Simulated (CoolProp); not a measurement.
Properties of R1234ze(E) along the isobar 0.614 MPa.

Values from CoolProp's reference Helmholtz-energy equation of state, Thol 2016.

```tsv
T (°C)	phase	density (kg/m³)	cv (kJ/(kg K))	expansivity (1/kK)
-55.25	liquid	1390	0.8418	1.818
-47.25	liquid	1369	0.8474	1.866
-39.35	liquid	1349	0.8533	1.921
-31.35	liquid	1328	0.8597	1.986
-23.45	liquid	1307	0.8665	2.059
-15.55	liquid	1286	0.8735	2.144
-7.55	liquid	1263	0.8811	2.244
0.35	liquid	1241	0.8890	2.359
8.35	liquid	1217	0.8974	2.496
16.25	liquid	1192	0.9063	2.657
24.15	liquid	1167	0.9154	2.853
40.05	gas	31.04	0.8613	5.212
48.05	gas	29.82	0.8697	4.827
```
